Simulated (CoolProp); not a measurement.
A single-stage vapour-compression cycle with R152A: evaporating at 236.15 K (dew point), condensing at 304.15 K (bubble point), superheat 0 K, subcooling 8 K, compressor efficiency 0.85, no pressure losses. Each further row changes one setting.

Computed with CoolProp (reference Helmholtz-energy equation of state, Outcalt 1996). It is a modified Benedict-Webb-Rubin equation, recast in Helmholtz form.

```csv
case,cooling COP,pressure ratio,discharge temperature (K),refrigerating effect (kJ/kg),volumetric capacity (kJ/m³)
as stated,2.37,12.9,347.6,240,457
evaporating temperature 241.15 K,2.67,10.1,342.7,244,584
condensing temperature 299.15 K,2.63,11.2,340.7,249,474
subcooling 13 K,2.46,12.9,347.6,249,474
superheat 10 K,2.36,12.9,358.5,249,454
compressor efficiency 0.75,2.09,12.9,358.3,240,457
```
